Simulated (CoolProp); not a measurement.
The fluid at 568.77 K and 8.04 MPa flows at 0.76 m/s in a round tube of 10 mm bore and 15 µm roughness, fully developed (64/Re and Nu = 3.66 if laminar; Colebrook and Gnielinski if turbulent). The same conditions are run with several fluids, on thermodynamics alone (safety and materials aside).

Computed with CoolProp (reference Helmholtz-energy equation of state of each fluid (ethane: Bücker 2006; normal hydrogen: Leachman 2009; n-heptane: Span 2003; n-butane: Bücker 2006; isobutane: Bücker 2006)).

| fluid | Reynolds number | Darcy friction factor | pressure drop (Pa/m) | heat-transfer coefficient (W/(m² K)) | mass flow (kg/h) |
|---|---|---|---|---|---|
| ethane | 22200 | 0.0284 | 43.8 | 468 | 11.5 |
| normal hydrogen | 1820 | 0.0352 | 3.39 | 111 | 0.716 |
| n-heptane | 51500 | 0.0252 | 295 | 1930 | 87.1 |
| n-butane | 59400 | 0.0249 | 93.7 | 1080 | 28.1 |
| isobutane | 47700 | 0.0255 | 91.9 | 950 | 26.8 |

Transport values come from each fluid's own correlations.
